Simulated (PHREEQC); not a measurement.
Consider water at 20 °C with 0.0065 mol HF, 0.053 mol (NH4)2SiF6, 5.4e-05 mol H3BO3 and 0.013 mol HCl per kg of water. Closed to the air; pH follows from the charge balance.

Model: ion-association model, wateq4f.dat, run in PHREEQC.

Each row changes one thing in this solution. This is a speciation only: nothing precipitates in the calculation.

```json
[
 {"case": "as made", "pH": "1.97", "ionic strength (mol/kgw)": "0.172", "HF (mol/kgw)": "0.00599", "F- (mol/kgw)": "0.000582", "H2F2 (mol/kgw)": "0.000116", "BF4- (mol/kgw)": "4.71e-5"},
 {"case": "(NH4)2SiF6 left out", "pH": "[?]", "ionic strength (mol/kgw)": "0.0134", "HF (mol/kgw)": "0.00571", "F- (mol/kgw)": "0.000387", "H2F2 (mol/kgw)": "0.000102", "BF4- (mol/kgw)": "4.34e-5"},
 {"case": "HF from 0.0065 to 0.0325 mol/kgw", "pH": "[?]", "ionic strength (mol/kgw)": "[?]", "HF (mol/kgw)": "0.0255", "F- (mol/kgw)": "0.00216", "H2F2 (mol/kgw)": "0.00211", "BF4- (mol/kgw)": "5.33e-5"},
 {"case": "H3BO3 replaced by NaBF4 at the same molality", "pH": "1.97", "ionic strength (mol/kgw)": "0.172", "HF (mol/kgw)": "0.00612", "F- (mol/kgw)": "0.000595", "H2F2 (mol/kgw)": "0.000121", "BF4- (mol/kgw)": "4.74e-5"},
 {"case": "temperature from 20 to 50 °C", "pH": "2.02", "ionic strength (mol/kgw)": "[?]", "HF (mol/kgw)": "0.0105", "F- (mol/kgw)": "0.000668", "H2F2 (mol/kgw)": "0.000116", "BF4- (mol/kgw)": "4.61e-5"}
]
```

Task: Complete the blanks.

Result: 
- (NH4)2SiF6 left out, pH: 1.92
- HF from 0.0065 to 0.0325 mol/kgw, pH: 1.91
- HF from 0.0065 to 0.0325 mol/kgw, ionic strength (mol/kgw): 0.174
- temperature from 20 to 50 °C, ionic strength (mol/kgw): 0.170

Some of these states are supersaturated (in Quartz (slow to form), Chalcedony (slow to form), for instance). Constants without temperature data keep their 25 °C values here. SiF6-2 is the database's only silicon fluoride. Real BF4- forms and hydrolyses slowly; the run takes it at equilibrium.
